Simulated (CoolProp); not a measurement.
Toluene along the isobar 5.91 MPa: Z from the reference equation and from simpler models built on Tc = 591.7 K, pc = 4.126 MPa, ω = 0.266; each cubic takes its own stable root.

Model: reference Helmholtz-energy equation of state, Lemmon 2006, in CoolProp. It is a short technical equation, of lower accuracy than the large ones.

```
T (K)          phase  reference
-----  -------------  ---------
451.2         liquid     0.2024
465.2         liquid     0.2008
479.3         liquid     0.1996
493.4         liquid     0.1991
507.4         liquid     0.1991
521.5         liquid     0.1999
535.6         liquid     0.2016
549.7         liquid     0.2046
563.7         liquid     0.2092
577.8         liquid     0.2164
591.9  supercritical     0.2282
605.9  supercritical     0.2500
620    supercritical     0.3056
```

Question: How far does each simpler model (van der Waals, Redlich-Kwong, Soave-Redlich-Kwong) lie from the reference over these 13 states: mean and median of the absolute difference, and the worst?

Answer: 
- van der Waals: mean 53.8 %, median 58.3 %, worst +62.7 % at 451.2 K and 5.91 MPa
- Redlich-Kwong: mean 18.9 %, median 18.8 %, worst +22.9 % at 591.9 K and 5.91 MPa
- Soave-Redlich-Kwong: mean 17.0 %, median 15.6 %, worst +25.8 % at 605.9 K and 5.91 MPa
